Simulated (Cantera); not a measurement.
Input (Python, Cantera) and output of one run.

```python
import numpy as np
import cantera as ct

gas_names = """
    B BH BH2 BH3 BN B2 H H2 N NH NH2 NH3 N2 N2H2 N2H4
""".split()
cond_names = """
    B(b) B(L) BN(s)
""".split()


# ... load() reads the species with a 1 bar reference pressure and builds the phases ...
atoms = {
    'B2H6': {'B': 2, 'H': 6},
    'NH3': {'N': 1, 'H': 3},
    'N2': {'N': 2},
}
top_T = {'BN(s)': 3200}  # K; cautious upper limits of use, not melting points


# ... equilibrate(T, P, feed) seeds the gas with the atoms and calls Mixture.equilibrate('TP', solver="vcs", rtol=1e-11, max_steps=5000) ...
results = []
feed = {'B2H6': 1, 'NH3': 0.17, 'N2': 9.5}  # mol
P = 133.322  # Pa
for T in [1023, 1173, 1323, 1473, 1623, 1773, 1923, 2073, 2223, 2373]:
    mix = equilibrate(T, P, feed)
    results.append((T, P, feed, dict(zip(mix.species_names, mix.species_moles))))

top = {s: max(r[3][s] / sum(r[3][g] for g in gas_names) for r in results) for s in gas_names}
cols = sorted((s for s in top if top[s] > 1e-05), key=lambda s: -top[s])[:8]
seen = [c for c in cond_names if any(r[3].get(c, 0) > 1e-12 for r in results)]
print("log10 of partial pressures in bar; condensed amounts in mol")
print(f"{'T/K':>10s}" + "".join(f"{s[:9]:>10s}" for s in cols + seen))
for T, P, feed, n in results:
    ng = sum(n[g] for g in gas_names)
    print(f"{T:10.4g}" + "".join(f"{np.log10(max(n[s] / ng * P / 1e5, 1e-99)):10.3f}" for s in cols)
          + "".join(f"{n.get(c, 0):10.4g}" for c in seen))
```

Output:

```
log10 of partial pressures in bar; condensed amounts in mol
       T/K        N2        H2         H         B       BH2        BN        BH      B(b)      B(L)     BN(s)
      1023    -3.015    -3.436   -10.101   -27.483   -18.298   -26.801   -25.813         0         0         2
      1173    -3.015    -3.436    -8.646   -22.189   -15.382   -22.066   -21.308         0         0         2
      1323    -3.015    -3.436    -7.518   -18.102   -13.134   -18.413   -17.832         0         0         2
      1473    -3.015    -3.436    -6.616   -14.853   -11.348   -15.511   -15.072         0         0         2
      1623    -3.015    -3.437    -5.879   -12.209    -9.898   -13.150   -12.828         0         0         2
      1773    -3.016    -3.440    -5.266   -10.017    -8.698   -11.194   -10.969         0         0         2
      1923    -3.018    -3.450    -4.751    -8.170    -7.695    -9.548    -9.407         0         0         2
      2073    -3.023    -3.474    -4.317    -6.591    -6.854    -8.143    -8.081         0         0     1.996
      2223    -3.021    -3.568    -3.977    -5.427    -6.399    -7.126    -7.172     1.957         0         0
      2373    -3.045    -3.687    -3.698    -4.620    -6.248    -6.461    -6.606         0     1.733         0
```

Method: chemical equilibrium by Gibbs-energy minimisation in Cantera with the NASA 1993 tables (ideal gas, pure condensed phases). The feed counts by its element totals alone. The tables' values for BH2 are old estimates; treat these amounts as uncertain.
